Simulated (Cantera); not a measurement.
A closed system holds: 1 mol Si, 3.8 mol CO2, 650 mol H2, equilibrated at 1150 K and 10.0 mbar.

Method: chemical equilibrium by Gibbs-energy minimisation in Cantera with the NASA 1993 tables (ideal gas, pure condensed phases). Candidate condensed phases: C, C6H6, C7H8, C8H18, H2O, Si, SiC, SiO2; 123 gas species. The tables hold silica as quartz up to 1696 K and as liquid above; real silica turns to tridymite and cristobalite and melts near 1996 K. The numbers say what is thermodynamically allowed, not how fast it happens.

Base state: H2 0.991, CO 0.00580, H2O 0.00274, CO2 1.35e-5 (mole fractions); condensed: SiO2(β-quartz).

Question: What changes in the equilibrium state with this change: temperature from 1150 K to 1798.15 K?

Answer: 
| species | before | after |
|---|---|---|
| H2 | 0.991 | 0.985 |
| CO | 0.00580 | 0.00579 |
| H2O | 0.00274 | 0.00426 |
| H | 7.43e-7 | 0.00350 |
| SiO | <1e-9 | 0.00152 |
| CO2 | 1.35e-5 | 6.57e-6 |
| SiO2(β-quartz), mol | 1.00 | 0 |

Question: What changes in the equilibrium state with this change: temperature from 1150 K to 2025 K?

Answer: 
| species | before | after |
|---|---|---|
| H2 | 0.991 | 0.970 |
| H | 7.43e-7 | 0.0190 |
| CO | 0.00580 | 0.00574 |
| SiO | <1e-9 | 0.00151 |
| CO2 | 1.35e-5 | 5.35e-6 |
| H2O | 0.00274 | 0.00422 |
| SiO2(β-quartz), mol | 1.00 | 0 |
